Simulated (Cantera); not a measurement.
An adiabatic, constant-volume homogeneous reactor starts with CH4 : O2 : N2 = 1 : 1 : 3.76 (molar parts), equivalence ratio 2.0, at 1400 K and 1.68 atm. Integrator tolerance rtol = 1e-08.

Cantera simulation using GRI-Mech 3.0 (53 species, 325 reactions); the numbers are that mechanism's predictions, not measurements.

Problem. What does this change do: pressure from 1.68 atm to 4.93 atm?

Solution. 
```csv
quantity,before,after
time of steepest temperature rise,3.05 ms,1.24 ms
temperature at 0.600 s,2711 K,2749 K
equilibrium temperature,2711 K,2749 K
x(CH4) at 0.600 s,8.93e-11 (gas-phase equilibrium 1.00e-10),7.14e-10 (gas-phase equilibrium 8.01e-10)
x(O2) at 0.600 s,3.98e-5 (gas-phase equilibrium 3.98e-5),1.82e-5 (gas-phase equilibrium 1.82e-5)
x(CH2O) at 0.600 s,3.24e-8 (gas-phase equilibrium 3.24e-8),9.79e-8 (gas-phase equilibrium 9.79e-8)
x(HO2) at 0.600 s,6.09e-8 (gas-phase equilibrium 6.09e-8),4.84e-8 (gas-phase equilibrium 4.84e-8)
x(C2H) at 0.600 s,<1e-12 (gas-phase equilibrium <1e-12),<1e-12 (gas-phase equilibrium <1e-12)
x(CH3) at 0.600 s,1.15e-10 (gas-phase equilibrium 1.30e-10),6.05e-10 (gas-phase equilibrium 6.79e-10)
```
